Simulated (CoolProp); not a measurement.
Dodecamethylcyclohexasiloxane (D6) along the isobar 0.101 MPa: density (kg/m³) from the reference equation and from simpler models built on Tc = 645.8 K, pc = 0.9614 MPa, ω = 0.736; each cubic takes its own stable root.

Model: reference Helmholtz-energy equation of state, Colonna 2008, in CoolProp. It is a short technical equation, of lower accuracy than the large ones.

```tsv
T (K)	phase	reference	van der Waals	Redlich-Kwong
471.8	liquid	768.5	12.31	12.63
481.7	liquid	755.6	12.01	12.30
491.6	liquid	742.5	11.73	11.98
501.5	liquid	728.9	11.46	11.68
511.3	liquid	714.9	11.21	11.41
521.2	gas	11.45	10.97	11.14
531.1	gas	11.16	10.73	10.89
541	gas	10.89	10.51	10.65
550.8	gas	10.64	10.30	10.42
560.7	gas	10.40	10.10	10.21
570.6	gas	10.17	9.903	10.00
580.5	gas	9.955	9.716	9.803
590.4	gas	9.750	9.536	9.614
600.2	gas	9.557	9.365	9.435
610.1	gas	9.370	9.198	9.261
620	gas	9.192	9.038	9.093
```

At some of these states van der Waals, Redlich-Kwong gives the other phase, because its saturation line lies elsewhere.
